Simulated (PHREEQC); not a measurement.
Solution (25 °C): 29 mmol/kgw HCl, 0.76 mmol/kgw ZnSO4 and 0.51 mmol/kgw MgSO4. Closed to the air; pH follows from the charge balance.

Computed with PHREEQC (ion-association model, phreeqc.dat).

Each row changes one thing in this solution. This is a speciation only: nothing precipitates in the calculation.

```csv
case,pH,ionic strength (mol/kgw),HSO4- (mol/kgw),SO4-2 (mol/kgw),Mg+2 (mol/kgw),MgSO4 (mol/kgw)
as made,1.61,0.0324,0.000733,0.000499,0.000494,1.60e-5
HCl left out,6.14,0.00442,6.36e-8,0.00111,0.000444,6.57e-5
ZnSO4 left out,1.60,0.0304,0.000303,0.000200,0.000503,6.73e-6
ZnSO4 from 0.00076 to 0.0038 mol/kgw,1.64,0.0400,0.00224,0.00169,0.000464,4.59e-5
diluted 100-fold with water,3.55,0.000340,3.20e-7,1.24e-5,5.09e-6,1.25e-8
HCl from 0.029 to 0.145 mol/kgw,0.93,0.148,0.00105,0.000216,0.000507,2.98e-6
0.011 mol/kgw NaOH added,1.82,0.0326,0.000572,0.000632,0.000490,2.00e-5
temperature from 25 to 75 °C,1.62,0.0316,0.00103,0.000211,0.000492,1.80e-5
```

Species that the database lacks are ignored. Away from 25 °C the constants follow the database's enthalpies or fits; those with neither stay at their 25 °C values.
